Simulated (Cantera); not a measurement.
Equilibrium for metals in furnace atmospheres: Pb + O₂ + N₂

Feed: 1 mol Pb, 0.13 mol O₂, 5.5 mol N₂, held at 1575 K and 0.133 bar.

Cantera equilibrium calculation (NASA polynomials, part measured and part estimated; ideal gas, pure solids and liquids). Candidate condensed phases: Pb, PbO, PbO₂, Pb₃O₄; 12 gas species. Gases not in the tables: (PbO)n polymers. The numbers say what is thermodynamically allowed, not how fast it happens.

| Property | Value |
|---|---|
| x(N₂) | 0.846 |
| x(Pb) | 0.114 |
| x(PbO) | 0.0398 |
| x(O₂) | 5.91e-5 |
| x(NO) | 3.02e-5 |
| x(Pb₂) | 2.33e-5 |
| gas amount | 6.500 mol |
| log10 activity of Pb(l) (absent) | -0.51 |
